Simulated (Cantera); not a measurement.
Input (Python, Cantera):

```python
import numpy as np
import cantera as ct

gas = ct.Solution("gri30.yaml")
gas.TPX = 1225, 100000, {'H2': 1, 'O2': 1.02, 'N2': 3.84, 'CO2': 0.071}
reactor = ct.IdealGasConstPressureReactor(gas, energy="on", clone=False)
net = ct.ReactorNet([reactor])
net.rtol, net.atol = 1e-08, 1e-16
show = ['H2', 'O2', 'OH', 'H2O', 'NO2', 'O', 'H']
times = np.geomspace(3e-06, 9, 11)

steps = ct.SolutionArray(gas, extra=["t"])
rows = []
print(f"{'t/s':>10s}{'T/K':>9s}{'P/Pa':>11s}" + "".join(f"{s:>11s}" for s in show))
for t in times:
    while net.time < t:
        t_next = net.step()
        steps.append(gas.state, t=t_next)
    rows.append([np.interp(t, steps.t, y) for y in (steps.T, steps.P, *steps(*show).X.T)])
    print(f"{t:10.3e}{rows[-1][0]:9.1f}{rows[-1][1]:11.4g}" + "".join(f"{x:11.3e}" for x in rows[-1][2:]))
rate = np.gradient(steps.T, steps.t)
print("integrator steps:", len(steps.t))
if steps.T.max() > steps.T[0] + 200:
    print(f"time of steepest temperature rise: {steps.t[rate.argmax()]:.4e} s")
gas.TPX = 1225, 100000, {'H2': 1, 'O2': 1.02, 'N2': 3.84, 'CO2': 0.071}
gas.equilibrate("HP")
print(f"equilibrium (HP): T = {gas.T:.1f} K  " + "  ".join(f"{s} {gas[s].X[0]:.3e}" for s in show))
```

Output:

```
       t/s      T/K       P/Pa         H2         O2         OH        H2O        NO2          O          H
 3.000e-06   1225.0      1e+05  1.686e-01  1.720e-01  1.572e-09  7.100e-09  1.836e-26  2.631e-09  1.288e-08
 1.333e-05   1225.0      1e+05  1.686e-01  1.720e-01  1.322e-07  1.329e-06  8.449e-22  2.310e-07  9.709e-07
 5.923e-05   1841.3      1e+05  1.510e-02  9.132e-02  1.712e-02  1.401e-01  4.403e-09  2.206e-02  2.500e-02
 2.632e-04   2295.0      1e+05  3.077e-03  9.234e-02  1.255e-02  1.725e-01  4.620e-08  3.912e-03  1.395e-03
 1.169e-03   2343.1      1e+05  1.543e-03  9.306e-02  9.324e-03  1.768e-01  1.649e-07  1.950e-03  4.772e-04
 5.196e-03   2342.0      1e+05  1.536e-03  9.277e-02  9.281e-03  1.768e-01  5.939e-07  1.935e-03  4.734e-04
 2.309e-02   2337.9      1e+05  1.512e-03  9.163e-02  9.121e-03  1.770e-01  2.276e-06  1.879e-03  4.601e-04
 1.026e-01   2328.8      1e+05  1.459e-03  8.910e-02  8.771e-03  1.773e-01  5.984e-06  1.759e-03  4.316e-04
 4.558e-01   2326.0      1e+05  1.443e-03  8.833e-02  8.666e-03  1.773e-01  7.106e-06  1.724e-03  4.232e-04
 2.025e+00   2326.0      1e+05  1.443e-03  8.833e-02  8.666e-03  1.773e-01  7.107e-06  1.724e-03  4.232e-04
 9.000e+00   2326.0      1e+05  1.443e-03  8.833e-02  8.666e-03  1.773e-01  7.107e-06  1.724e-03  4.232e-04
integrator steps: 1384
time of steepest temperature rise: 4.2848e-05 s
equilibrium (HP): T = 2326.0 K  H2 1.443e-03  O2 8.833e-02  OH 8.666e-03  H2O 1.773e-01  NO2 7.107e-06  O 1.724e-03  H 4.232e-04
```

Model: GRI-Mech 3.0 (53 species, 325 reactions), integrated in Cantera.
